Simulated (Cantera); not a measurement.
A closed system holds: 1 mol SiCl₄, 0.099 mol C₂H₂, 1400 mol H₂, equilibrated at 3.40 mbar.

Cantera equilibrium calculation (NASA polynomials, part measured and part estimated; ideal gas, pure solids and liquids). Candidate condensed phases: C, C₆H₆, C₇H₈, C₈H₁₈, Si, SiC; 109 gas species. Rates play no part. All values below are at 2425 K.

Base state: H₂ 0.734, H 0.263, HCl 0.00197, Si 0.000608, Cl 0.000503, C₂H₂ (acetylene) 5.75e-5 (mole fractions); condensed: gas only.

Question: What changes in the equilibrium state with this change: SiCl₄ replaced by (CH₃)₂SiCl₂?

Answer: 
```csv
species,before,after
H₂,0.734,0.734
H,0.263,0.263
HCl,0.00197,0.000985
C₂H₂ (acetylene),5.75e-5,0.000644
Si,0.000608,0.000594
C₂H,1.25e-6,1.40e-5
SiC₂,1.26e-6,1.38e-5
Cl,0.000503,0.000251
```
The feed counts by its element totals alone.
